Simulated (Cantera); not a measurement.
Charge: 1 mol TiCl₄, 10 mol O₂, 490 mol H₂, at 2100 K and 1.00 bar.

Cantera equilibrium calculation (NASA polynomials, part measured and part estimated; ideal gas, pure solids and liquids). Candidate condensed phases: H₂O, Ti, TiCl₂, TiCl₃, TiCl₄, TiO, TiO₂, Ti₂O₃, Ti₃O₅, Ti₄O₇; 23 gas species. Condensed phases not in the tables: Magnéli phases beyond Ti₄O₇. The numbers say what is thermodynamically allowed, not how fast it happens.

Base state: H₂ 0.952, H₂O 0.0370, HCl 0.00810, H 0.00304, Cl 1.90e-5, OH 1.41e-5 (mole fractions); condensed: Ti₄O₇(l).

Question: What changes in the equilibrium state with this change: temperature from 2100 K to 2273 K?

Answer: 
```json
[
 {"species": "H₂", "before": "0.952", "after": "0.947"},
 {"species": "H₂O", "before": "0.0370", "after": "0.0371"},
 {"species": "H", "before": "0.00304", "after": "0.00817"},
 {"species": "HCl", "before": "0.00810", "after": "0.00805"},
 {"species": "OH", "before": "1.41e-5", "after": "4.97e-5"},
 {"species": "Cl", "before": "1.90e-5", "after": "5.02e-5"},
 {"species": "Ti₄O₇(l), mol", "before": "0.250", "after": "0"},
 {"species": "Ti₃O₅(l), mol", "before": "0", "after": "0.332"}
]
```
